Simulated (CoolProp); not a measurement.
Saturated liquid density (kg/m³) of R1224YDZ: the reference equation beside estimates from Tc = 428.7 K, pc = 3.334 MPa, ω = 0.325.

Model: reference Helmholtz-energy equation of state, Akasaka 2023, in CoolProp.

```csv
T (K),reference,van der Waals,Soave-Redlich-Kwong
195.2,1617,932.7,1421
199.6,1606,927.7,1415
204.1,1595,922.6,1408
208.6,1585,917.3,1401
213.1,1574,912.1,1393
217.5,1563,906.8,1386
222,1553,901.4,1378
226.5,1542,895.9,1371
231,1531,890.3,1363
235.4,1520,884.8,1355
```

Absolute difference from the reference over all 10 rows, mean and median: van der Waals 42.0 and 42.0 %, Soave-Redlich-Kwong 11.4 and 11.4 %.
